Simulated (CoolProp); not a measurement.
Properties of acetone along the isotherm 529.7 K.

Model: reference Helmholtz-energy equation of state, Lemmon 2006, in CoolProp. It is a short technical equation, of lower accuracy than the large ones.

```
p (MPa)  phase       Z  expansivity (1/kK)
-------  -----  ------  ------------------
0.156      gas  0.9886               1.965
0.313      gas  0.9770               2.047
0.469      gas  0.9654               2.133
0.626      gas       ?                   ?
0.782      gas  0.9418               2.321
0.938      gas       ?                   ?
1.09       gas  0.9180               2.529
1.25       gas  0.9055                   ?
1.41       gas  0.8927                   ?
1.56       gas  0.8807               2.903
1.72       gas  0.8676               3.048
1.88       gas       ?               3.205
2.03       gas  0.8419               3.363
2.19       gas  0.8283               3.545
2.35       gas  0.8145                   ?
```

Fill in the missing entries.


- 0.626, Z: 0.9536
- 0.626, expansivity (1/kK): 2.224
- 0.938, Z: 0.9298
- 0.938, expansivity (1/kK): 2.423
- 1.25, expansivity (1/kK): 2.648
- 1.41, expansivity (1/kK): 2.775
- 1.88, Z: 0.8544
- 2.35, expansivity (1/kK): 3.742
